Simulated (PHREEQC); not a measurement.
A solution holds 60 mmol/kgw Cu(NO3)2 and 7 mmol/kgw HCl, at 25 °C. Closed to the air; pH follows from the charge balance.

All values are PHREEQC results (ion-association model, phreeqc.dat), not measurements.

This is a speciation only: nothing precipitates in the calculation.

**Question.** Estimate the pH.

**Answer.** pH 2.25.

**Question.** In which forms is Cl present?

**Answer.** Cl- 95 %, CuCl+ 5.1 % of the Cl.

Species that the database lacks are ignored.
